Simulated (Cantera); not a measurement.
A Cantera script and its output.

```python
import numpy as np
import cantera as ct

gas = ct.Solution("gri30.yaml")


def delay(T, t_max=10):
    gas.TPX = T, 2500000, {'CH4': 1, 'C2H6': 0.15, 'C3H8': 0.3, 'O2': 6.01, 'N2': 28.8, 'H2O': 2.9}
    reactor = ct.IdealGasReactor(gas, clone=False)
    net = ct.ReactorNet([reactor])
    net.rtol, net.atol = 1e-8, 1e-16
    while net.time < t_max:
        t_old, T_old = net.time, reactor.T
        net.step()
        if reactor.T > T + 400:  # ignition: a rise of 400 K
            return t_old + (T + 400 - T_old) / (reactor.T - T_old) * (net.time - t_old)
    return np.nan


taus = []
for T in [1273, 1323, 1373, 1423, 1473, 1523, 1573, 1623, 1673, 1723]:
    taus.append(delay(T))
    print(f"T0 = {T:6g} K   tau = {taus[-1]:.4e} s")
```

Output:

```
T0 =   1273 K   tau = 1.9214e-04 s
T0 =   1323 K   tau = 1.0488e-04 s
T0 =   1373 K   tau = 5.9113e-05 s
T0 =   1423 K   tau = 3.4492e-05 s
T0 =   1473 K   tau = 2.0869e-05 s
T0 =   1523 K   tau = 1.3097e-05 s
T0 =   1573 K   tau = 8.5217e-06 s
T0 =   1623 K   tau = 5.7400e-06 s
T0 =   1673 K   tau = 3.9951e-06 s
T0 =   1723 K   tau = 2.8672e-06 s
```

Cantera simulation using GRI-Mech 3.0 (53 species, 325 reactions); the numbers are that mechanism's predictions, not measurements. GRI-Mech 3.0 was tuned for natural gas; its chemistry of propane as a main component is partial and can be far from experiment. The pressure lies above the range GRI-Mech 3.0 was tuned for (to about 10 atm).
